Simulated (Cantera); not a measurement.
A perfectly stirred reactor is fed with CH₄ : C₂H₆ : O₂ : N₂ = 1 : 0.66 : 4.74 : 25.1 (molar parts), equivalence ratio 0.91, at 5700 Torr; it is adiabatic with a 675 K inlet, and is followed from long to short residence time, starting on the burning branch (τ in s: 0.065, 0.026, 0.011, 0.0044, 0.0018, 0.00072, 0.00029, 0.00012, 4.8e-05).

Model: GRI-Mech 3.0 (53 species, 325 reactions), integrated in Cantera.

Problem. What does this change do: 1.9 parts CO2 added?

Solution. 
```json
[
 {"quantity": "blow-out, bracketed by the residence times tried", "before": "burning at 48.0 µs, the shortest tried", "after": "burning at 0.120 ms, out at 48.0 µs"},
 {"quantity": "x(CH₄) at τ = 65.0 ms", "before": "1.16e-6", "after": "1.86e-6"},
 {"quantity": "x(C₂H₆) at τ = 65.0 ms", "before": "7.92e-8", "after": "1.45e-7"},
 {"quantity": "x(O₂) at τ = 65.0 ms", "before": "0.0135", "after": "0.0130"},
 {"quantity": "x(C₂H) at τ = 65.0 ms", "before": "1.23e-9", "after": "1.47e-9"},
 {"quantity": "x(C₂H₄) at τ = 65.0 ms", "before": "2.51e-7", "after": "4.84e-7"},
 {"quantity": "x(CH₄) at τ = 1.80 ms", "before": "1.78e-5", "after": "2.38e-5"},
 {"quantity": "x(C₂H₆) at τ = 1.80 ms", "before": "2.04e-6", "after": "3.16e-6"},
 {"quantity": "x(O₂) at τ = 1.80 ms", "before": "0.0154", "after": "0.0154"},
 {"quantity": "x(C₂H) at τ = 1.80 ms", "before": "2.61e-8", "after": "2.43e-8"},
 {"quantity": "x(C₂H₄) at τ = 1.80 ms", "before": "5.69e-6", "after": "8.94e-6"}
]
```

Problem. What does this change do: C2H6 0.66 to 0.5 parts?

Solution. 
```csv
quantity,before,after
"blow-out, bracketed by the residence times tried","burning at 48.0 µs, the shortest tried","burning at 48.0 µs, the shortest tried"
x(CH₄) at τ = 65.0 ms,1.16e-6,1.89e-6
x(C₂H₆) at τ = 65.0 ms,7.92e-8,1.41e-7
x(O₂) at τ = 65.0 ms,0.0135,0.0312
x(C₂H) at τ = 65.0 ms,1.23e-9,8.87e-10
x(C₂H₄) at τ = 65.0 ms,2.51e-7,4.74e-7
x(CH₄) at τ = 1.80 ms,1.78e-5,2.58e-5
x(C₂H₆) at τ = 1.80 ms,2.04e-6,2.80e-6
x(O₂) at τ = 1.80 ms,0.0154,0.0321
x(C₂H) at τ = 1.80 ms,2.61e-8,1.49e-8
x(C₂H₄) at τ = 1.80 ms,5.69e-6,8.16e-6
```
